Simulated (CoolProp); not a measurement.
Vapour-liquid equilibrium of cyclohexane (1) + ethylbenzene (2) at 19.55 °C; x and y are mole fractions of (1).

The numbers come from the multi-fluid Helmholtz-energy mixture model, Zhou 2014 and Zhou 2012; pair parameters Bell 2016 in CoolProp.

Q: Give the bubble pressure and the first vapour's composition at x = 0.45, 0.75, 0.85. Is there an azeotrope?

A: x = 0.45: 0.005805 MPa, y = 0.906; x = 0.75: 0.008166 MPa, y = 0.964; x = 0.85: 0.008916 MPa, y = 0.978. No azeotrope shows between x = 0.05 and 0.95.

Pair parameters are fitted to limited data, so mixtures are less certain than the pure fluids.
